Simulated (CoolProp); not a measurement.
Model: reference Helmholtz-energy equation of state, Lemmon 2006, in CoolProp. It is a short technical equation, of lower accuracy than the large ones.

Question: For hydrogen sulfide, give the phase and the Z, cp (kJ/(kg K)), speed of sound (m/s) at 534.4 K and 52400 kPa; 556.3 K and 52400 kPa.

Answer: 
- 534.4 K and 52400 kPa: supercritical; Z 0.845, cp 1.92, speed of sound 595
- 556.3 K and 52400 kPa: supercritical; Z 0.867, cp 1.88, speed of sound 579
